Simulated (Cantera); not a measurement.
Charge: 1 mol Pb, 0.25 mol O2, 2.8 mol N2, held at 1.00 bar.

Equilibrium computed with Cantera from the NASA thermochemical tables; the gas is ideal and each condensed phase is pure. Candidate condensed phases: Pb, PbO, PbO2, Pb3O4; 12 gas species. Each liquid is taken as pure. Mutual solubility and eutectic melting of coexisting phases are not modelled. Gases not in the tables: (PbO)n polymers. The numbers say what is thermodynamically allowed, not how fast it happens.

Problem. Which condensed phases are stable at each of these points (T (K)): 873, 923, 973, 1023, 1073, 1123, 1173, 1223, 1273, 1323, 1373, 1423?

Solution. 
| T (K) | condensed phases | Pb condensed (%) |
|---|---|---|
| 873 | Pb(l) + PbO(yellow) | 100.0 |
| 923 | Pb(l) + PbO(yellow) | 100.0 |
| 973 | Pb(l) + PbO(yellow) | 100.0 |
| 1023 | Pb(l) + PbO(yellow) | 100.0 |
| 1073 | Pb(l) + PbO(yellow) | 100.0 |
| 1123 | Pb(l) + PbO(yellow) | 99.9 |
| 1173 | Pb(l) + PbO(l) | 99.9 |
| 1223 | Pb(l) + PbO(l) | 99.7 |
| 1273 | Pb(l) + PbO(l) | 99.4 |
| 1323 | Pb(l) + PbO(l) | 98.8 |
| 1373 | Pb(l) + PbO(l) | 97.8 |
| 1423 | Pb(l) + PbO(l) | 95.9 |

From 873 K to 1123 K the condensed part is Pb(l) + PbO(yellow). From 1173 K to 1423 K the condensed part is Pb(l) + PbO(l).
